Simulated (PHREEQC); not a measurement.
Alkaline etch or developer (model solution)

Make-up at 20 °C and 100 atm: 51 mmol/kgw KOH, 0.045 mmol/kgw K2SiO3 and 18 mmol/kgw (CH3)4NCl. Closed to the air; pH follows from the charge balance.

Equilibrium calculation in PHREEQC: ion-association model, phreeqc.dat.

This is a speciation only: nothing precipitates in the calculation.

Predict the pH.

pH 12.73.

In which forms is Si present?

H3SiO4- 65 %, H2SiO4-2 35 % of the Si.

Under pressure, the constants of complexes without a molar volume in the database are unreliable. (CH3)4N+ isn't in the database: it is added as a free cation with an ion size of 4 Å.
